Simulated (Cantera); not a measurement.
A perfectly stirred reactor is fed with C3H8 : O2 : N2 : H2O = 1 : 5.68 : 21.4 : 4.2 (molar parts), equivalence ratio 0.88, at 1.00 bar; it is adiabatic with a 675 K inlet, and is followed from long to short residence time, starting on the burning branch (τ in s: 0.12, 0.063, 0.034, 0.018, 0.0096, 0.0051, 0.0027, 0.0015, 0.00078, 0.00042, 0.00022, 0.00012, 6.3e-05).

Computed with Cantera and GRI-Mech 3.0 (53 species, 325 reactions). GRI-Mech 3.0 was tuned for natural gas; its chemistry of propane as a main component is partial and can be far from experiment.

Problem. Predict: blow-out, bracketed by the residence times tried; x(C3H8) at τ = 0.120 s; x(O2) at τ = 0.120 s; x(H2O) at τ = 0.120 s; x(CO2) at τ = 0.120 s; x(CO) at τ = 0.120 s; x(C3H8) at τ = 2.70 ms; x(O2) at τ = 2.70 ms; x(H2O) at τ = 2.70 ms; x(CO2) at τ = 2.70 ms; x(CO) at τ = 2.70 ms.

Solution. 
```
Quantity                                                                          Result
------------------------------------------------  --------------------------------------
blow-out, bracketed by the residence times tried  burning at 63.0 µs, the shortest tried
x(C3H8) at τ = 0.120 s                                                           1.37e-7
x(O2) at τ = 0.120 s                                                              0.0215
x(H2O) at τ = 0.120 s                                                              0.241
x(CO2) at τ = 0.120 s                                                             0.0860
x(CO) at τ = 0.120 s                                                             0.00375
x(C3H8) at τ = 2.70 ms                                                           3.90e-6
x(O2) at τ = 2.70 ms                                                              0.0269
x(H2O) at τ = 2.70 ms                                                              0.232
x(CO2) at τ = 2.70 ms                                                             0.0775
x(CO) at τ = 2.70 ms                                                              0.0114
```
